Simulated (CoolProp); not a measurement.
Vapour-liquid equilibrium of dimethyl ether (1) + R236FA (2) at 0.0189 bar; x and y are mole fractions of (1).

Model: multi-fluid Helmholtz-energy mixture model, Wu 2011 and Pan 2012; pair parameters Bell 2016, in CoolProp.

```csv
x,"bubble temperature, mixture model (K)","bubble temperature, Raoult's law (K)","y, mixture model","y, Raoult's law"
0.05,204.1,202.3,0.081,0.210
0.125,203.4,199.5,0.213,0.431
0.2,202.4,197.2,0.356,0.580
0.275,201.0,195.2,0.500,0.685
0.35,199.4,193.4,0.635,0.761
0.425,197.4,191.9,0.750,0.818
0.5,195.3,190.5,0.839,0.862
0.575,193.1,189.2,0.902,0.897
0.65,191.0,188.1,0.944,0.924
0.725,189.0,187.1,0.970,0.947
0.8,187.3,186.2,0.985,0.965
0.875,185.8,185.3,0.994,0.980
0.95,184.6,184.5,0.998,0.993
```

The largest gap from Raoult's law is +6.0 K in bubble temperature, at x = 0.35. No azeotrope shows between x = 0.05 and 0.95.

The pair parameters rest on a limited set of measurements; away from them the model extrapolates.
